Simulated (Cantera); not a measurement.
## Hydrocarbon pyrolysis for carbon deposition

A perfectly stirred reactor is fed with C₃H₈ : H₂ = 1 : 5.1 (molar parts), at 0.770 bar; it is held at 1575 K, and followed from long to short residence time.

Cantera simulation using GRI-Mech 3.0 (53 species, 325 reactions); the numbers are that mechanism's predictions, not measurements. GRI-Mech 3.0 was tuned for natural gas; its chemistry of propane as a main component is partial and can be far from experiment. GRI-Mech 3.0 stops at C3 and has no aromatics, soot or wall deposition, so with more carbon than oxygen in the feed, carbon stays in small species such as C2H2 where larger ones or solid carbon would form.

| τ (s) | x C₃H₈ | x H₂ | x C₂H₄ | x CH₄ | x CH₂ |
|---|---|---|---|---|---|
| 9.4 | 1.05e-6 | 0.782 | 0.0109 | 0.0768 | 4.26e-9 |
| 2.8 | 3.40e-6 | 0.781 | 0.0109 | 0.0791 | 4.74e-9 |
| 0.84 | 1.08e-5 | 0.777 | 0.0110 | 0.0838 | 6.15e-9 |
| 0.25 | 3.34e-5 | 0.773 | 0.0116 | 0.0902 | 9.89e-9 |
| 0.076 | 9.54e-5 | 0.768 | 0.0133 | 0.0968 | 1.88e-8 |
| 0.023 | 0.000261 | 0.763 | 0.0171 | 0.104 | 3.93e-8 |
| 0.0068 | 0.000710 | 0.755 | 0.0256 | 0.113 | 8.49e-8 |
| 0.0020 | 0.00191 | 0.747 | 0.0416 | 0.121 | 1.82e-7 |
| 0.00061 | 0.00500 | 0.740 | 0.0649 | 0.125 | 3.74e-7 |
| 0.00018 | 0.0135 | 0.738 | 0.0886 | 0.121 | 7.69e-7 |
x: mole fraction; the columns are a selection and need not sum to one.
